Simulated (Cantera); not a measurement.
A Cantera script and what it prints.

```python
import numpy as np
import cantera as ct

gas_names = """
    CL CL2 H HCL H2 Si SiCL SiCL2 SiCL3 SiCL4 SiH SiHCL3 SiH2 SiH2CL2 SiH3 SiH3CL SiH4 Si2 Si3
""".split()
cond_names = """
    Si(cr) Si(L)
""".split()


def load(file, names, dense=False):
    # The tables refer to 1 bar. Condensed volumes are neglected.
    table = {s.name: s for s in ct.Species.list_from_file(file)}
    out = []
    for n in names:
        d = dict(table[n].input_data)
        d["thermo"] = dict(d["thermo"], **{"reference-pressure": 1e5})
        if dense:
            d["equation-of-state"] = {"model": "constant-volume", "density": "1e6 g/cm^3"}
        out.append(ct.Species.from_dict(d))
    return out


gas = ct.Solution(thermo="ideal-gas", species=load("nasa_gas.yaml", gas_names))
cond = {s.name: ct.Solution(thermo="fixed-stoichiometry", species=[s], name=s.name)
        for s in load("nasa_condensed.yaml", cond_names, dense=True)}
atoms = {
    'Si': {'Si': 1},
    'HCl': {'H': 1, 'CL': 1},
    'H2': {'H': 2},
}
top_T = {}  # K; cautious upper limits of use, not melting points


def equilibrate(T, P, feed):
    n = {}
    for name, mol in feed.items():
        for a, k in atoms[name].items():
            n[a] = n.get(a, 0.0) + k * mol
    gas.TPX = T, P, n
    mass = sum(n.values()) * gas.mean_molecular_weight
    gas.equilibrate("TP")
    valid = [c for c in cond.values() if c.min_temp <= T <= top_T.get(c.name, c.max_temp)]
    mix = ct.Mixture([(gas, mass / gas.mean_molecular_weight)] + [(c, 0.0) for c in valid])
    mix.T, mix.P = T, P
    mix.equilibrate("TP", solver="vcs", rtol=1e-11, max_steps=5000)
    return mix


results = []
feed = {'Si': 1, 'HCl': 4.8, 'H2': 12}  # mol
P = 660000  # Pa
for T in [798, 873, 948, 1023, 1098, 1173, 1248, 1323, 1398]:
    mix = equilibrate(T, P, feed)
    results.append((T, P, feed, dict(zip(mix.species_names, mix.species_moles))))
    x = sorted(zip(gas.X, gas.species_names), reverse=True)
    print(f"T = {T:g} K  P = {P:g} Pa  gas = {mix.phase_moles(0):.4g} mol")
    print("   x: " + "  ".join(f"{s} {v:.3e}" for v, s in x if v > 0.001))
    print("   condensed (mol): " + ("  ".join(f"{mix.phase(i).name} {mix.phase_moles(i):.4g}"
          for i in range(1, mix.n_phases) if mix.phase_moles(i) > 1e-12) or "none"))
```

Output:

```
T = 798 K  P = 660000 Pa  gas = 15.8 mol
   x: H2 8.851e-01  SiCL4 6.235e-02  HCL 5.158e-02
   condensed (mol): none
T = 873 K  P = 660000 Pa  gas = 15.8 mol
   x: H2 8.839e-01  SiCL4 6.109e-02  HCL 5.284e-02  SiHCL3 2.189e-03
   condensed (mol): none
T = 948 K  P = 660000 Pa  gas = 15.8 mol
   x: H2 8.817e-01  SiCL4 5.898e-02  HCL 5.497e-02  SiHCL3 4.261e-03
   condensed (mol): none
T = 1023 K  P = 660000 Pa  gas = 15.8 mol
   x: H2 8.786e-01  HCL 5.807e-02  SiCL4 5.595e-02  SiHCL3 7.164e-03
   condensed (mol): none
T = 1098 K  P = 660000 Pa  gas = 15.8 mol
   x: H2 8.746e-01  HCL 6.210e-02  SiCL4 5.209e-02  SiHCL3 1.067e-02
   condensed (mol): none
T = 1173 K  P = 660000 Pa  gas = 15.81 mol
   x: H2 8.697e-01  HCL 6.701e-02  SiCL4 4.753e-02  SiHCL3 1.438e-02
   condensed (mol): none
T = 1248 K  P = 660000 Pa  gas = 15.82 mol
   x: H2 8.639e-01  HCL 7.288e-02  SiCL4 4.239e-02  SiHCL3 1.770e-02  SiCL3 1.643e-03  SiH2CL2 1.004e-03
   condensed (mol): none
T = 1323 K  P = 660000 Pa  gas = 15.85 mol
   x: H2 8.568e-01  HCL 8.012e-02  SiCL4 3.667e-02  SiHCL3 1.989e-02  SiCL3 3.305e-03  SiCL2 1.629e-03  SiH2CL2 1.546e-03
   condensed (mol): none
T = 1398 K  P = 660000 Pa  gas = 15.92 mol
   x: H2 8.478e-01  HCL 8.935e-02  SiCL4 3.037e-02  SiHCL3 2.023e-02  SiCL3 5.650e-03  SiCL2 4.490e-03  SiH2CL2 2.025e-03
   condensed (mol): none
```

Method: chemical equilibrium by Gibbs-energy minimisation in Cantera with the NASA 1993 tables (ideal gas, pure condensed phases). The tables' values for SiCl3 are old estimates; treat these amounts as uncertain.
